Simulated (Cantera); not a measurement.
Charge: 1 mol MgO, 0.2 mol H2S, 0.39 mol O2, equilibrated at 1475 K and 0.133 bar.

Cantera equilibrium calculation (NASA polynomials, part measured and part estimated; ideal gas, pure solids and liquids). Candidate condensed phases: H2O, H2SO4, Mg, MgO, Mg(OH)2, MgS, MgSO4, S; 26 gas species. Equilibrium is a limit: real reactors are often held back by kinetics, nucleation or transport.

Base state: H2O 0.409, SO2 0.406, O2 0.183, SO3 0.00270, OH 0.000203 (mole fractions); condensed: MgO(s).

What changes in the equilibrium state with this change: temperature from 1475 K to 1298.15 K?


```json
[
 {"species": "H2O", "before": "0.409", "after": "0.410"},
 {"species": "SO2", "before": "0.406", "after": "0.402"},
 {"species": "O2", "before": "0.183", "after": "0.181"},
 {"species": "SO3", "before": "0.00270", "after": "0.00771"},
 {"species": "OH", "before": "0.000203", "after": "3.31e-5"},
 {"species": "MgO(s), mol", "before": "1.00", "after": "1.00"}
]
```

What changes in the equilibrium state with this change: temperature from 1475 K to 1048.15 K?


```csv
species,before,after
H2O,0.409,0.909
SO2,0.406,0.0909
SO3,0.00270,0.000177
O2,0.183,2.55e-5
OH,0.000203,1.48e-7
"MgO(s), mol",1.00,0.820
"MgSO4(s), mol",0,0.180
```
Mutual solubility and eutectic melting of coexisting phases are not modelled.
